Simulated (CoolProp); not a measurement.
50 sccm (0 °C, 1 atm) of nitrogen bubbles through liquid tetrahydrofuran at 302.2 K and leaves saturated at a total pressure of 0.15 MPa (ideal gas phase). Each further row changes one setting.

Values from CoolProp's reference Helmholtz-energy equation of state, Fiedler 2023.

```csv
case,vapour pressure (kPa),mole fraction of vapour,delivery (mg/min),delivery (sccm),change of delivery for a bath 1 K warmer (%)
as stated,25.8,…,33.4,…,5.3
bath temperature 307.2 K,…,0.212,43.2,…,5.3
total pressure 0.3 MPa,25.8,…,…,…,4.8
```

**Question.** Some entries are withheld; supply them.

**Answer.** 
- as stated, mole fraction of vapour: 0.172
- as stated, delivery (sccm): 10.4
- bath temperature 307.2 K, vapour pressure (kPa): 31.7
- bath temperature 307.2 K, delivery (sccm): 13.4
- total pressure 0.3 MPa, mole fraction of vapour: 0.0859
- total pressure 0.3 MPa, delivery (mg/min): 15.1
- total pressure 0.3 MPa, delivery (sccm): 4.70
